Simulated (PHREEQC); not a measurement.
0.17 g of hydrous ferric oxide (600 m²/g; 0.2 weak and 0.005 strong sites per Fe, Dzombak-Morel constants, diffuse double layer) in 1 kg of water with 0.05 mol/kgw of an inert sodium salt and 8.2e-07 mol CuCl2 and 0.0007 mol SrCl2, at 25 °C; the pH is set by adding NaOH or the inert anion's acid. O2 is buffered at 0.21 atm. No CO2 enters from the air. Nothing may precipitate in this run.

All values are PHREEQC results (ion-association model, wateq4f.dat), not measurements.

```json
[
 {"pH": "4", "Cu sorbed (%)": "1.7", "Sr sorbed (%)": "0.0", "surface charge σ (C/m²)": "0.296", "surface potential ψ (mV)": "159"},
 {"pH": "4.38", "Cu sorbed (%)": "7.9", "Sr sorbed (%)": "0.0", "surface charge σ (C/m²)": "0.254", "surface potential ψ (mV)": "151"},
 {"pH": "4.75", "Cu sorbed (%)": "28.1", "Sr sorbed (%)": "0.0", "surface charge σ (C/m²)": "0.211", "surface potential ψ (mV)": "142"},
 {"pH": "5.12", "Cu sorbed (%)": "63.2", "Sr sorbed (%)": "0.0", "surface charge σ (C/m²)": "0.170", "surface potential ψ (mV)": "131"},
 {"pH": "5.5", "Cu sorbed (%)": "88.6", "Sr sorbed (%)": "0.0", "surface charge σ (C/m²)": "0.132", "surface potential ψ (mV)": "118"},
 {"pH": "5.88", "Cu sorbed (%)": "97.2", "Sr sorbed (%)": "0.0", "surface charge σ (C/m²)": "0.099", "surface potential ψ (mV)": "104"},
 {"pH": "6.25", "Cu sorbed (%)": "99.3", "Sr sorbed (%)": "0.0", "surface charge σ (C/m²)": "0.073", "surface potential ψ (mV)": "89"},
 {"pH": "6.62", "Cu sorbed (%)": "99.8", "Sr sorbed (%)": "0.1", "surface charge σ (C/m²)": "0.053", "surface potential ψ (mV)": "73"},
 {"pH": "7.38", "Cu sorbed (%)": "99.9", "Sr sorbed (%)": "0.7", "surface charge σ (C/m²)": "0.023", "surface potential ψ (mV)": "39"},
 {"pH": "7.75", "Cu sorbed (%)": "99.9", "Sr sorbed (%)": "1.2", "surface charge σ (C/m²)": "0.012", "surface potential ψ (mV)": "22"},
 {"pH": "8.12", "Cu sorbed (%)": "99.8", "Sr sorbed (%)": "1.7", "surface charge σ (C/m²)": "0.003", "surface potential ψ (mV)": "5"},
 {"pH": "8.5", "Cu sorbed (%)": "99.7", "Sr sorbed (%)": "3.0", "surface charge σ (C/m²)": "-0.006", "surface potential ψ (mV)": "-12"},
 {"pH": "8.88", "Cu sorbed (%)": "99.4", "Sr sorbed (%)": "6.7", "surface charge σ (C/m²)": "-0.013", "surface potential ψ (mV)": "-24"},
 {"pH": "9.25", "Cu sorbed (%)": "98.4", "Sr sorbed (%)": "12.3", "surface charge σ (C/m²)": "-0.016", "surface potential ψ (mV)": "-29"},
 {"pH": "9.62", "Cu sorbed (%)": "94.9", "Sr sorbed (%)": "17.8", "surface charge σ (C/m²)": "-0.018", "surface potential ψ (mV)": "-32"},
 {"pH": "10", "Cu sorbed (%)": "81.4", "Sr sorbed (%)": "22.0", "surface charge σ (C/m²)": "-0.019", "surface potential ψ (mV)": "-34"}
]
```

The database's constant for dissolved Cu(OH)2 is higher than later reviews accept.
